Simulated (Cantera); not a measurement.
What does this Cantera script print?

```python
import numpy as np
import cantera as ct

gas_names = """
    C CH CH2 CH3 CH2OH CH3O CH4 CH3OH CN CO CO2 COOH C2 C2H CHCO,ketyl C2H2,acetylene C2H2,vinylidene
    CH2CO,ketene C2H3,vinyl CH3CN CH3CO,acetyl C2H4 C2H4O,ethylen CH3CHO,ethanal CH3COOH (HCOOH)2 C2H5
    C2H6 CH3OCH3 C2H5OH CCN CNC C2N2 C2O C3 C3H3,propargyl C3H4,allene C3H4,propyne C3H4,cyclo-
    C3H5,allyl C3H6,propylene C3H6,cyclo- C3H6O C3H7,n-propyl C3H7,i-propyl C3H8 C3H8O,1propanol
    C3H8O,2propanol C3O2 C4 C4H2 C4H4,1,3-cyclo- C4H6,butadiene C4H6,2-butyne C4H6,cyclo- C4H8,1-butene
    C4H8,cis2-buten C4H8,tr2-butene C4H8,isobutene C4H8,cyclo- (CH3COOH)2 C4H9,n-butyl C4H9,i-butyl
    C4H9,s-butyl C4H9,t-butyl C4H10,isobutane C4H10,n-butane C4N2 C5 C5H6,1,3cyclo- C5H8,cyclo-
    C5H10,1-pentene C5H10,cyclo- C5H11,pentyl C5H11,t-pentyl C5H12,n-pentane C5H12,i-pentane
    CH3C(CH3)2CH3 C6H2 C6H5,phenyl C6H5O,phenoxy C6H6 C6H5OH,phenol C6H10,cyclo- C6H12,1-hexene
    C6H12,cyclo- C6H13,n-hexyl C7H7,benzyl C7H8 C7H8O,cresol C7H14,1-heptene C7H15,n-heptyl
    C7H16,n-heptane C8H8,styrene C8H10,ethylbenz C8H16,1-octene C8H17,n-octyl C8H18,isooctane
    C8H18,n-octane C9H19,n-nonyl C10H8,naphthale C10H21,n-decyl C12H9,o-bipheny C12H10,bipheny H HCN HCO
    HCCN HNC HNCO HNO HNO2 HNO3 HO2 H2 HCHO,formaldehy HCOOH H2O H2O2 N NCO NH NH2 NH3 NH2OH NO NO2 NO3
    N2 N2H2 N2H4 N2O O OH O2 O3 Si SiC SiC2 SiC4H12 SiH SiH2 SiH3 SiH4 SiN SiO SiO2 Si2 Si2C Si2N Si3
""".split()
cond_names = """
    C(gr) C6H6(L) C7H8(L) C8H18(L),n-octa H2O(s) H2O(L) Si(cr) Si(L) SiC(b) SiO2(Lqz) SiO2(hqz) SiO2(L)
    Si2N2O(s) Si3N4(a)
""".split()


def load(file, names, dense=False):
    # The tables refer to 1 bar. Condensed volumes are neglected.
    table = {s.name: s for s in ct.Species.list_from_file(file)}
    out = []
    for n in names:
        d = dict(table[n].input_data)
        d["thermo"] = dict(d["thermo"], **{"reference-pressure": 1e5})
        if dense:
            d["equation-of-state"] = {"model": "constant-volume", "density": "1e6 g/cm^3"}
        out.append(ct.Species.from_dict(d))
    return out


gas = ct.Solution(thermo="ideal-gas", species=load("nasa_gas.yaml", gas_names))
cond = {s.name: ct.Solution(thermo="fixed-stoichiometry", species=[s], name=s.name)
        for s in load("nasa_condensed.yaml", cond_names, dense=True)}
atoms = {
    'Si3N4': {'Si': 3, 'N': 4},
    'CO2': {'C': 1, 'O': 2},
    'H2': {'H': 2},
}
top_T = {'C(gr)': 4500, 'SiC(b)': 3050, 'Si2N2O(s)': 2100, 'Si3N4(a)': 2400}  # K; cautious upper limits of use, not melting points


def equilibrate(T, P, feed):
    n = {}
    for name, mol in feed.items():
        for a, k in atoms[name].items():
            n[a] = n.get(a, 0.0) + k * mol
    gas.TPX = T, P, n
    mass = sum(n.values()) * gas.mean_molecular_weight
    gas.equilibrate("TP")
    valid = [c for c in cond.values() if c.min_temp <= T <= top_T.get(c.name, c.max_temp)]
    mix = ct.Mixture([(gas, mass / gas.mean_molecular_weight)] + [(c, 0.0) for c in valid])
    mix.T, mix.P = T, P
    mix.equilibrate("TP", solver="vcs", rtol=1e-11, max_steps=5000)
    return mix


results = []
feed = {'Si3N4': 1, 'CO2': 0.067, 'H2': 12}  # mol
T = 1575  # K
P = 133.322  # Pa
mix = equilibrate(T, P, feed)
results.append((T, P, feed, dict(zip(mix.species_names, mix.species_moles))))
print(gas.report(threshold=1e-05))
for i in range(1, mix.n_phases):
    print(f"{mix.phase(i).name:16s} {mix.phase_moles(i):12.5e} mol")
```

Result:

```
       temperature   1575 K
          pressure   133.32 Pa
           density   5.8598e-05 kg/m^3
  mean mol. weight   5.7557 kg/kmol
   phase of matter   gas

                          1 kg             1 kmol
                     ---------------   ---------------
          enthalpy        6.7644e+06        3.8934e+07  J
   internal energy        4.4892e+06        2.5838e+07  J
           entropy             43110        2.4813e+05  J/K
    Gibbs function       -6.1134e+07       -3.5187e+08  J
 heat capacity c_p            5730.3             32982  J/K
 heat capacity c_v            4285.7             24667  J/K

                      mass frac. Y      mole frac. X     chem. pot. / RT
                     ---------------   ---------------   ---------------
                CO        0.00066195        0.00013602            -50.88
                 H        0.00018457         0.0010539            -12.76
                H2           0.30034           0.85746            -25.52
                N2           0.66886           0.13742           -34.768
                Si        0.00021011         4.306e-05           -4.7073
               SiO          0.029664         0.0038729           -48.663
     [ +145 minor]        7.9922e-05        1.4345e-05

C(gr)             0.00000e+00 mol
Si(cr)            2.72422e+00 mol
SiC(b)            6.50131e-02 mol
SiO2(hqz)         0.00000e+00 mol
Si2N2O(s)         7.79298e-02 mol
Si3N4(a)          0.00000e+00 mol
```

These are equilibrium values from Cantera (NASA tables, ideal gas, pure condensed phases), not measurements of a reactor. Mutual solubility and eutectic melting of coexisting phases are not modelled.
